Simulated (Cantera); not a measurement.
Charge: 1 mol CO₂, 7.7 mol H₂, 0.35 mol O₂, held at 1575 K and 57.0 Pa.

These are equilibrium values from Cantera (NASA tables, ideal gas, pure condensed phases), not measurements of a reactor. Candidate condensed phases: C, C₆H₆, C₇H₈, C₈H₁₈, H₂O; 110 gas species. The numbers say what is thermodynamically allowed, not how fast it happens.

Base state: H₂ 0.698, H₂O 0.186, CO 0.105, CO₂ 0.00964, H 0.00145, OH 1.40e-5 (mole fractions); condensed: gas only.

**Question.** What changes in the equilibrium state with this change: temperature from 1575 K to 2273 K?

**Answer.** 
| species | before | after |
|---|---|---|
| H₂ | 0.698 | 0.490 |
| H | 0.00145 | 0.246 |
| H₂O | 0.186 | 0.148 |
| OH | 1.40e-5 | 0.0115 |
| CO | 0.105 | 0.0945 |
| O₂ | 3.00e-9 | 0.000501 |
| O | 2.46e-8 | 0.00397 |
| CO₂ | 0.00964 | 0.00515 |

**Question.** What changes in the equilibrium state with this change: temperature from 1575 K to 3400 K?

**Answer.** 
| species | before | after |
|---|---|---|
| H | 0.00145 | 0.849 |
| O | 2.46e-8 | 0.0937 |
| CO | 0.105 | 0.0554 |
| H₂ | 0.698 | 0.00188 |
| H₂O | 0.186 | 1.79e-6 |
| O₂ | 3.00e-9 | 3.46e-5 |
| CO₂ | 0.00964 | 6.50e-6 |
| OH | 1.40e-5 | 0.000353 |

**Question.** What changes in the equilibrium state with this change: CO₂ replaced by HCl?

**Answer.** 
```
species   before     after
-------  -------  --------
H₂         0.698     0.803
HCl            0     0.115
H₂O        0.186    0.0804
CO         0.105         0
CO₂      0.00964         0
Cl             0  0.000177
```
